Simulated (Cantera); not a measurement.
Charge: 1 mol Si, 0.65 mol Cl2, a varied amount of H2, equilibrated at 525 °C and 190000 Pa.

These are equilibrium values from Cantera (NASA tables, ideal gas, pure condensed phases), not measurements of a reactor. Candidate condensed phases: Si; 19 gas species. The tables' values for SiCl3 are old estimates; treat these amounts as uncertain. The numbers say what is thermodynamically allowed, not how fast it happens.

x: gas mole fraction; n: condensed amount in mol.

```
n(H2) (mol)   x H2  x SiCl4  x SiHCl3  x SiH2Cl2     x HCl  x SiCl3  n Si(s)
-----------  -----  -------  --------  ---------  --------  -------  -------
0.55         0.582    0.288     0.125    0.00435   0.00118  7.89e-5    0.647
0.74         0.655    0.228     0.111    0.00436   0.00118  6.63e-5    0.644
1            0.721    0.177    0.0964    0.00423   0.00117  5.48e-5    0.641
1.4          0.785    0.130    0.0799    0.00395   0.00113  4.35e-5    0.638
1.8          0.824        …         …    0.00368   0.00109  3.63e-5    0.636
2.5          0.867   0.0737    0.0548    0.00328   0.00103  2.84e-5    0.633
3.4          0.898        …         …          …  0.000966  2.24e-5    0.630
4.6          0.923   0.0389    0.0350    0.00254  0.000903  1.76e-5    0.627
6.2          0.941   0.0281    0.0277    0.00220  0.000841  1.38e-5    0.624
8.4          0.956   0.0201    0.0217    0.00189  0.000779  1.07e-5    0.621
```

Question: Complete the blanks.

Answer: 
- 1.8, x SiCl4: 0.102
- 1.8, x SiHCl3: 0.0684
- 3.4, x SiCl4: 0.0536
- 3.4, x SiHCl3: 0.0440
- 3.4, x SiH2Cl2: 0.00290
